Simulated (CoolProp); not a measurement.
Vapour-liquid equilibrium of R125 (1) + propane (2) at -54.15 °C; x and y are mole fractions of (1).

Values from CoolProp's multi-fluid Helmholtz-energy mixture model, Lemmon 2005 and Lemmon 2009; pair parameters Bell 2016.

```csv
x,"bubble pressure, mixture model (MPa)","bubble pressure, Raoult's law (MPa)","y, mixture model","y, Raoult's law"
0.05,0.07602,0.05849,(withheld),0.064
0.125,0.09238,0.05976,0.429,0.156
0.2,0.1006,0.06102,0.496,0.244
0.275,0.1045,0.06229,0.529,0.329
0.35,0.1062,0.06355,(withheld),0.410
0.425,0.1068,0.06482,0.554,0.489
0.5,0.1071,0.06608,(withheld),0.564
0.575,0.1071,0.06735,0.566,0.636
0.65,0.1069,0.06862,0.576,0.706
0.725,0.1060,0.06988,0.594,0.773
0.8,0.1036,0.07115,0.627,0.838
0.875,0.09822,0.07241,0.690,0.900
0.95,0.08713,0.07368,0.821,0.961
```

Q: What belongs in the gaps?

A: 
- 0.05, y, mixture model: 0.270
- 0.35, y, mixture model: 0.545
- 0.5, y, mixture model: 0.560

The largest gap from Raoult's law is +67.8 % in bubble pressure, at x = 0.275. y crosses x between x = 0.5 and 0.575: the model has an azeotrope there.

Pair parameters are fitted to limited data, so mixtures are less certain than the pure fluids. With so large a gap from Raoult's law the liquid may split in two, which this calculation doesn't test in full.
